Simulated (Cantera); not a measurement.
Cantera run:

```python
import numpy as np
import cantera as ct

gas_names = [...]  # 87 gases of nasa_gas.yaml made of C, H, Si
cond_names = """
    C(gr) C6H6(L) C7H8(L) C8H18(L),n-octa Si(cr) Si(L) SiC(b)
""".split()


# ... load() reads the species with a 1 bar reference pressure and builds the phases ...
atoms = {
    'SiH4': {'Si': 1, 'H': 4},
    'C2H2': {'C': 2, 'H': 2},
    'H2': {'H': 2},
}
top_T = {'C(gr)': 4500, 'SiC(b)': 3050}  # K; cautious upper limits of use, not melting points


# ... equilibrate(T, P, feed) seeds the gas with the atoms and calls Mixture.equilibrate('TP', solver="vcs", rtol=1e-11, max_steps=5000) ...
results = []
T = 1350  # K
P = 3100  # Pa
for m in [0.069, 0.17, 0.28, 0.38, 0.48, 0.59, 0.69, 0.8, 0.9, 1]:
    feed = {'SiH4': 1, 'C2H2': m, 'H2': 1.5}  # mol
    mix = equilibrate(T, P, feed)
    results.append((T, P, feed, dict(zip(mix.species_names, mix.species_moles))))

top = {s: max(r[3][s] / sum(r[3][g] for g in gas_names) for r in results) for s in gas_names}
cols = sorted((s for s in top if top[s] > 1e-05), key=lambda s: -top[s])[:5]
seen = [c for c in cond_names if any(r[3].get(c, 0) > 1e-12 for r in results)]
print("log10 of partial pressures in bar; condensed amounts in mol")
print(f"{'n(C2H2)':>10s}" + "".join(f"{s[:9]:>10s}" for s in cols + seen))
for T, P, feed, n in results:
    ng = sum(n[g] for g in gas_names)
    print(f"{feed['C2H2']:10.4g}" + "".join(f"{np.log10(max(n[s] / ng * P / 1e5, 1e-99)):10.3f}" for s in cols)
          + "".join(f"{n.get(c, 0):10.4g}" for c in seen))
```

It prints:

```
log10 of partial pressures in bar; condensed amounts in mol
   n(C2H2)        H2       CH4         H     C(gr)    Si(cr)    SiC(b)
     0.069    -1.509    -7.677    -6.377         0     0.862     0.138
      0.17    -1.509    -7.677    -6.377         0      0.66      0.34
      0.28    -1.509    -7.677    -6.377         0      0.44      0.56
      0.38    -1.509    -7.677    -6.377         0      0.24      0.76
      0.48    -1.509    -7.677    -6.377         0      0.04      0.96
      0.59    -1.509    -5.257    -6.377    0.1793         0         1
      0.69    -1.509    -5.257    -6.377    0.3792         0         1
       0.8    -1.509    -5.257    -6.377    0.5992         0         1
       0.9    -1.509    -5.257    -6.377    0.7992         0         1
         1    -1.509    -5.257    -6.377    0.9992         0         1
```

Method: chemical equilibrium by Gibbs-energy minimisation in Cantera with the NASA 1993 tables (ideal gas, pure condensed phases). Mutual solubility and eutectic melting of coexisting phases are not modelled.
